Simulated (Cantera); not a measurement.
Input: 1 mol BF3, 1.8 mol O2, 1.1 mol N2, at 1848 K and 1.00 bar.

Equilibrium computed with Cantera from the NASA thermochemical tables; the gas is ideal and each condensed phase is pure. Candidate condensed phases: B, BN, B2O3; 31 gas species. The numbers say what is thermodynamically allowed, not how fast it happens.

Base state: O2 0.459, N2 0.280, BF3 0.256, NO 0.00429, F 0.000598, BOF 0.000271, O 0.000128, BOF2 5.67e-5 (mole fractions); condensed: gas only.

### Question
What changes in the equilibrium state with this change: BF3 replaced by B2O3?

### Answer
```tsv
species	before	after
O2	0.459	0.613
N2	0.280	0.374
B2O3	<1e-9	0.00656
BF3	0.256	0
F	0.000598	0
BOF	0.000271	0
BO2	7.56e-9	0.00131
BOF2	5.67e-5	0
B2O3(l), mol	0	0.979
```

### Question
What changes in the equilibrium state with this change: O2 from 1.8 to 0.087 mol?

### Answer
| species | before | after |
|---|---|---|
| N2 | 0.280 | 0.502 |
| BF3 | 0.256 | 0.457 |
| O2 | 0.459 | 0.0388 |
| NO2 | 1.45e-5 | 1.64e-6 |
| O | 0.000128 | 3.73e-5 |
